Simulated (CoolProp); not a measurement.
CH2F2 (R32) at 424.74 K and 0.104 MPa is throttled through a valve to 0.031 MPa with no heat exchange. Each further row changes one setting.

Model: reference Helmholtz-energy equation of state, Tillner-Roth 1997, in CoolProp.

| case | temperature change (K) | final density (kg/m³) |
|---|---|---|
| as stated | -0.6 | 0.458 |
| outlet pressure 0.0093 MPa | -0.8 | 0.137 |
| outlet pressure 0.0403 MPa | -0.5 | 0.595 |
